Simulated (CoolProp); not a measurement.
A simple Rankine cycle with the fluoroketone C6F12O (FK-5-1-12): condensing at 294.15 K, boiler at 0.344 MPa, turbine inlet 364.8 K, turbine efficiency 0.6, pump efficiency 0.8, no recuperator. Each further row changes one setting.

Computed with CoolProp (reference Helmholtz-energy equation of state, McLinden 2015).

```tsv
case	thermal efficiency (%)	net work (kJ/kg)	heat in (kJ/kg)	turbine exit temperature (K)	volume ratio over the turbine
as stated	7.6	11.8	154	346.3	11.1
turbine inlet 384.8 K	7.3	12.6	173	366.7	10.8
condensing temperature 286.15 K	8.4	13.6	163	344.0	15.9
boiler pressure 0.241 MPa	6.6	10.2	156	350.1	7.43
turbine efficiency 0.5	6.3	9.77	154	348.5	11.2
```
